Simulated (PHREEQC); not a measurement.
Dissolve 0.004 mol/kgw KBr and 0.002 mol/kgw H2SO4 at 20 °C. It is in equilibrium with CO2 at log p = -2 (atm). Otherwise closed; pH follows from the charge balance.

The numbers come from PHREEQC with the ion-association model, phreeqc.dat.

Task: The ionic strength comes out as 0.00924 mol/kgw. What activity coefficients do K+, Br-, KSO4-, H+, SO4-2 get?

Result: K+ 0.90, Br- 0.90, KSO4- 0.91, H+ 0.92, SO4-2 0.68.

This is a speciation only: nothing precipitates in the calculation. Species that the database lacks are ignored.
